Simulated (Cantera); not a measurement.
Feed: 1 mol C2F6, a varied amount of H2, held at 875 K and 13300 Pa.

Method: chemical equilibrium by Gibbs-energy minimisation in Cantera with the NASA 1993 tables (ideal gas, pure condensed phases). Candidate condensed phases: C, C6H6, C7H8, C8H18; 95 gas species. The feed counts by its element totals alone. Rates play no part.

### Question
At 5.6 mol H2, list the 3 most abundant gas species with their mole fractions, and the condensed phases.

### Answer
HF 0.701, H2 0.294, CH4 0.00502. Condensed: C(graphite).
